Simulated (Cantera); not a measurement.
Charge: 1 mol C₂H₂, 0.013 mol NH₃, 6.9 mol N₂, at 1 atm.

Cantera equilibrium calculation (NASA polynomials, part measured and part estimated; ideal gas, pure solids and liquids). Candidate condensed phases: C, C₆H₆, C₇H₈, C₈H₁₈; 92 gas species. Kinetics and transport are ignored.

x: gas mole fraction; n: condensed amount in mol.

```csv
T (K),x N₂,x H₂,x HCN,x CH₄,x H,x HNC,x C₂H₂ (acetylene),n C(graphite)
975,0.873,0.125,1.14e-6,0.00199,4.02e-10,1.39e-9,7.12e-11,1.98
1175,0.872,0.128,1.88e-5,0.000318,4.36e-8,8.23e-8,8.15e-9,2.00
1375,0.871,0.128,0.000135,8.31e-5,1.22e-6,1.46e-6,2.28e-7,2.00
1575,0.871,0.128,?,?,?,?,?,1.99
1775,0.870,0.128,0.00181,1.38e-5,0.000103,6.48e-5,1.82e-5,1.98
1975,0.869,0.126,?,?,?,?,?,1.96
2175,0.866,0.123,0.00904,4.22e-6,0.00170,0.000688,0.000273,1.92
```

**Question.** Some entries are withheld; supply them.

**Answer.** 
- 1575, x HCN: 0.000585
- 1575, x CH₄: 3.03e-5
- 1575, x H: 1.48e-5
- 1575, x HNC: 1.24e-5
- 1575, x C₂H₂ (acetylene): 2.71e-6
- 1975, x HCN: 0.00441
- 1975, x CH₄: 7.30e-6
- 1975, x H: 0.000482
- 1975, x HNC: 0.000240
- 1975, x C₂H₂ (acetylene): 8.18e-5
